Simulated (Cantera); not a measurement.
An isothermal, constant-pressure homogeneous reactor starts with NH₃ : N₂ = 1 : 1.2 (molar parts), at 1800 K and 140000 Pa. Integrator tolerance rtol = 1e-08.

Computed with Cantera and the gas-phase N/H chemistry of the illustrative SiF4/NH3 mechanism in the Surface Chemkin manual (1991). Walls and surfaces, which speed up NH3 decomposition in real reactors, are not modelled.

Problem. What does this change do: pressure from 140000 Pa to 1800 Pa?

Solution. 
```json
[
 {"quantity": "x(NH₃) at 30.0 s", "before": "0.000765 (gas-phase equilibrium 9.48e-6)", "after": "0.0238 (gas-phase equilibrium 1.21e-7)"},
 {"quantity": "x(N) at 30.0 s", "before": "1.81e-9 (gas-phase equilibrium 2.24e-11)", "after": "2.81e-7 (gas-phase equilibrium 1.98e-10)"},
 {"quantity": "x(H) at 30.0 s", "before": "0.000208 (gas-phase equilibrium 0.000209)", "after": "0.000341 (gas-phase equilibrium 0.00184)"},
 {"quantity": "x(N₂H₂) at 30.0 s", "before": "1.45e-11 (gas-phase equilibrium <1e-12)", "after": "5.70e-8 (gas-phase equilibrium <1e-12)"},
 {"quantity": "x(NH₂) at 30.0 s", "before": "9.10e-7 (gas-phase equilibrium 1.13e-8)", "after": "4.89e-5 (gas-phase equilibrium 1.28e-9)"},
 {"quantity": "x(H₂) at 30.0 s", "before": "0.468 (gas-phase equilibrium 0.469)", "after": "0.444 (gas-phase equilibrium 0.467)"},
 {"quantity": "x(N₂H₄) at 30.0 s", "before": "3.29e-12 (gas-phase equilibrium <1e-12)", "after": "1.22e-10 (gas-phase equilibrium <1e-12)"}
]
```
